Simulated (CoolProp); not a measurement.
Aqueous lithium chloride as a coolant, 11 % by mass, freezing at -14.0 °C, 1 atm.

Computed with CoolProp (Melinder's fits for secondary coolants).

| T (°C) | Prandtl number | density (kg/m³) | conductivity (W/(m K)) | viscosity (mPa s) |
|---|---|---|---|---|
| -6 | 20.5 | 1066 | 0.532 | 3.06 |
| 3.3 | 14.8 | 1065 | 0.546 | 2.26 |
| 12.6 | 11.3 | 1063 | 0.560 | 1.75 |
| 21.9 | 8.87 | 1061 | 0.574 | 1.40 |
| 31.2 | 7.14 | 1058 | 0.588 | 1.15 |
